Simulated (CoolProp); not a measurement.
Vapour-liquid equilibrium of R125 (1) + cyclopropane (2) at 1.13 MPa; x and y are mole fractions of (1).

Model: multi-fluid Helmholtz-energy mixture model, Lemmon 2005 and Polt 1992; pair parameters Bell 2016, in CoolProp. This equation is an older, rougher fit; its heat capacities, sound speeds and derivatives of the liquid may be far off and weren't checked against measurements.

| x | bubble temperature (K) | y at the bubble point | dew temperature at overall composition x (K) | liquid density (mol/L) |
|---|---|---|---|---|
| 0.05 | 308.9 | 0.166 | 313.6 | 13.93 |
| 0.15 | 300.5 | 0.364 | 309.6 | 13.56 |
| 0.25 | 295.9 | 0.470 | 305.4 | ___ |
| 0.35 | 293.3 | 0.538 | 301.1 | 12.62 |
| 0.45 | 291.6 | 0.591 | 296.8 | ___ |
| 0.55 | 290.5 | 0.642 | 292.9 | 11.74 |
| 0.65 | 289.7 | 0.695 | 290.3 | 11.36 |
| 0.75 | 289.3 | 0.759 | 289.3 | 11.02 |
| 0.85 | 289.4 | ___ | 289.5 | 10.70 |
| 0.95 | 290.1 | ___ | 290.3 | 10.41 |

Question: Complete the blanks.

Answer: 
- 0.25, liquid density (mol/L): 13.10
- 0.45, liquid density (mol/L): 12.16
- 0.85, y at the bubble point: 0.838
- 0.95, y at the bubble point: 0.939

y crosses x between x = 0.75 and 0.85: the model has an azeotrope there.

Pair parameters are fitted to limited data, so mixtures are less certain than the pure fluids.
